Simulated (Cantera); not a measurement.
An isothermal, constant-pressure homogeneous reactor starts with CH₂O : O₂ : N₂ = 0.028 : 0.02 : 1 (molar parts), equivalence ratio 1.4, at 998 K and 1580 Torr. Integrator tolerance rtol = 1e-08.

Detailed kinetics in Cantera: GRI-Mech 3.0 (53 species, 325 reactions). Below about 1000 K GRI-Mech 3.0 lacks low-temperature oxidation paths. The temperature is held fixed by assumption; the heat of reaction is taken as removed at once.

**Question.** What does this change do: temperature 998 to 1275 K?

**Answer.** 
```csv
quantity,before,after
x(CH₂O) at 100 s,4.48e-11 (gas-phase equilibrium 6.50e-11),5.52e-11 (gas-phase equilibrium 5.52e-11)
x(O₂) at 100 s,4.38e-10 (gas-phase equilibrium <1e-12),<1e-12 (gas-phase equilibrium <1e-12)
x(C₂H₄) at 100 s,<1e-12 (gas-phase equilibrium <1e-12),<1e-12 (gas-phase equilibrium <1e-12)
x(CH₄) at 100 s,2.84e-11 (gas-phase equilibrium 3.95e-8),6.93e-11 (gas-phase equilibrium 4.90e-11)
x(H₂) at 100 s,0.00318 (gas-phase equilibrium 0.00857),0.00621 (gas-phase equilibrium 0.00621)
x(CO₂) at 100 s,0.0145 (gas-phase equilibrium 0.0199),0.0176 (gas-phase equilibrium 0.0176)
```

**Question.** What does this change do: N2 1 to 2.5 parts?

**Answer.** 
| quantity | before | after |
|---|---|---|
| x(CH₂O) at 100 s | 4.48e-11 (gas-phase equilibrium 6.50e-11) | 8.29e-12 (gas-phase equilibrium 1.11e-11) |
| x(O₂) at 100 s | 4.38e-10 (gas-phase equilibrium <1e-12) | 1.48e-10 (gas-phase equilibrium <1e-12) |
| x(C₂H₄) at 100 s | <1e-12 (gas-phase equilibrium <1e-12) | <1e-12 (gas-phase equilibrium <1e-12) |
| x(CH₄) at 100 s | 2.84e-11 (gas-phase equilibrium 3.95e-8) | 4.48e-11 (gas-phase equilibrium 2.79e-9) |
| x(H₂) at 100 s | 0.00318 (gas-phase equilibrium 0.00857) | 0.00145 (gas-phase equilibrium 0.00354) |
| x(CO₂) at 100 s | 0.0145 (gas-phase equilibrium 0.0199) | 0.00614 (gas-phase equilibrium 0.00824) |
